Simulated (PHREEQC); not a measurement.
A made-up water analysis in mmol/kgw, 20 °C, pH 7.2: Na 72.5; K 5.73; Ca 2.06; Mg 6; Cl 79.8; S(6) 6.58; Alkalinity (meq/kgw) 6.85.

Valence states are taken as typed.

Computed with PHREEQC (Pitzer model, pitzer.dat).

This is a speciation only: nothing precipitates in the calculation.

Q: What specific conductance, charge-balance error, density does the model give?

A: specific conductance 8860 µS/cm; charge-balance error -2.8 %; density 1.003 g/cm³.

Q: In which forms is C present?

A: HCO3- 89 %, CO2 11 % of the C.

Species that the database lacks are ignored.
